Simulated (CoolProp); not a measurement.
Properties of R123 along the isotherm 488.5 K.

Values from CoolProp's reference Helmholtz-energy equation of state, Younglove 1994. It is a modified Benedict-Webb-Rubin equation, recast in Helmholtz form.

| p (MPa) | phase | Z | Prandtl number |
|---|---|---|---|
| 0.116 | gas | 0.9914 | 0.723 |
| 0.17 | gas | 0.9873 | 0.723 |
| 0.249 | gas | 0.9814 | 0.724 |
| 0.366 | gas | 0.9725 | 0.724 |
| 0.537 | gas | 0.9593 | 0.725 |
| 0.789 | gas | 0.9394 | 0.728 |
| 1.16 | gas | 0.9091 | 0.735 |
| 1.7 | gas | 0.8627 | 0.753 |
| 2.49 | gas | 0.7884 | 0.807 |
| 3.66 | gas | 0.6590 | 1.02 |
| 5.37 | supercritical | 0.4073 | 2.51 |
| 7.89 | supercritical | 0.3646 | 2.73 |
| 11.6 | supercritical | 0.4643 | 2.70 |
| 17 | supercritical | 0.6215 | 2.75 |
| 24.9 | supercritical | 0.8464 | 2.85 |
| 36.6 | supercritical | 1.166 | 3.00 |

Viscosity comes from a separate model (Tanaka 1996). Thermal conductivity comes from a separate model (Laesecke 1996).
